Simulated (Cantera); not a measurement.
**Al + CO2 + CO (metals in furnace atmospheres)**

Charge: 1 mol Al, 7.3 mol CO2, 5.2 mol CO, held at 1 atm.

Cantera equilibrium calculation (NASA polynomials, part measured and part estimated; ideal gas, pure solids and liquids). Candidate condensed phases: Al, Al2O3, C; 19 gas species. Equilibrium is a limit: real reactors are often held back by kinetics, nucleation or transport.

| T (K) | x CO2 | x CO | x O2 | x O | n Al2O3(s) | n C(graphite) |
|---|---|---|---|---|---|---|
| 750 | 0.959 | 0.0412 | <1e-12 | <1e-12 | 0.500 | 3.16 |
| 825 | 0.863 | 0.137 | <1e-12 | <1e-12 | 0.500 | 2.67 |
| 900 | 0.659 | 0.341 | <1e-12 | <1e-12 | 0.500 | 1.47 |
| 975 | 0.464 | 0.536 | <1e-12 | <1e-12 | 0.500 | 0 |
| 1050 | 0.464 | 0.536 | <1e-12 | <1e-12 | 0.500 | 0 |
| 1125 | 0.464 | 0.536 | <1e-12 | <1e-12 | 0.500 | 0 |
| 1200 | 0.464 | 0.536 | <1e-12 | <1e-12 | 0.500 | 0 |
| 1275 | 0.464 | 0.536 | <1e-12 | <1e-12 | 0.500 | 0 |
| 1350 | 0.464 | 0.536 | <1e-12 | <1e-12 | 0.500 | 0 |
| 1425 | 0.464 | 0.536 | 1.66e-12 | 1.78e-12 | 0.500 | 0 |
| 1500 | 0.464 | 0.536 | 1.77e-11 | 1.70e-11 | 0.500 | 0 |
| 1575 | 0.464 | 0.536 | 1.51e-10 | 1.31e-10 | 0.500 | 0 |
| 1650 | 0.464 | 0.536 | 1.05e-9 | 8.34e-10 | 0.500 | 0 |
| 1725 | 0.464 | 0.536 | 6.19e-9 | 4.53e-9 | 0.500 | 0 |
x: gas mole fraction; n: condensed amount in mol.

From 750 K to 900 K the condensed part is Al2O3(s) + C(graphite). From 975 K to 1725 K the condensed part is Al2O3(s).
